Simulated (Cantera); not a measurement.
Thermodynamics of nitride etching, feed BN + H₂O + H₂

Charge: 1 mol BN, 0.42 mol H₂O, a varied amount of H₂, held at 1427 °C and 12.0 mbar.

Cantera equilibrium calculation (NASA polynomials, part measured and part estimated; ideal gas, pure solids and liquids). Candidate condensed phases: B, BN, B₂O₃, B₃O₃H₃, H₂O; 39 gas species. Kinetics and transport are ignored.

From 0.57 mol H₂ to 30 mol H₂ the condensed part is BN(s). The main B-bearing gas is B₂O₃ at 0.57 mol H₂ and HBO at 30 mol H₂. The share of B in condensed phases is highest at 0.57 mol H₂ (69.5 %) and lowest at 30 mol H₂ (59.2 %).

```json
[
 {"n(H₂) (mol)": "0.57", "x H₂": "0.725", "x N₂": "0.118", "x B₂O₃": "0.0631", "x HBO": "0.0504", "x HBO₂": "0.0246", "x B₂O₂": "0.0163", "n BN(s)": "0.695"},
 {"n(H₂) (mol)": "1", "x H₂": "0.784", "x N₂": "0.0902", "x B₂O₃": "0.0424", "x HBO": "0.0480", "x HBO₂": "0.0188", "x B₂O₂": "0.0136", "n BN(s)": "0.687"},
 {"n(H₂) (mol)": "1.8", "x H₂": "0.842", "x N₂": "0.0637", "x B₂O₃": "0.0243", "x HBO": "0.0438", "x HBO₂": "0.0127", "x B₂O₂": "0.0106", "n BN(s)": "0.675"},
 {"n(H₂) (mol)": "3.1", "x H₂": "0.887", "x N₂": "0.0440", "x B₂O₃": "0.0126", "x HBO": "0.0384", "x HBO₂": "0.00788", "x B₂O₂": "0.00770", "n BN(s)": "0.660"},
 {"n(H₂) (mol)": "5.5", "x H₂": "0.923", "x N₂": "0.0286", "x B₂O₃": "0.00528", "x HBO": "0.0315", "x HBO₂": "0.00420", "x B₂O₂": "0.00498", "n BN(s)": "0.641"},
 {"n(H₂) (mol)": "9.7", "x H₂": "0.949", "x N₂": "0.0180", "x B₂O₃": "0.00181", "x HBO": "0.0242", "x HBO₂": "0.00193", "x B₂O₂": "0.00285", "n BN(s)": "0.621"},
 {"n(H₂) (mol)": "17", "x H₂": "0.967", "x N₂": "0.0111", "x B₂O₃": "0.000497", "x HBO": "0.0172", "x HBO₂": "0.000759", "x B₂O₂": "0.00141", "n BN(s)": "0.604"},
 {"n(H₂) (mol)": "30", "x H₂": "0.979", "x N₂": "0.00661", "x B₂O₃": "0.000106", "x HBO": "0.0113", "x HBO₂": "0.000250", "x B₂O₂": "0.000599", "n BN(s)": "0.592"}
]
```
x: gas mole fraction; n: condensed amount in mol.
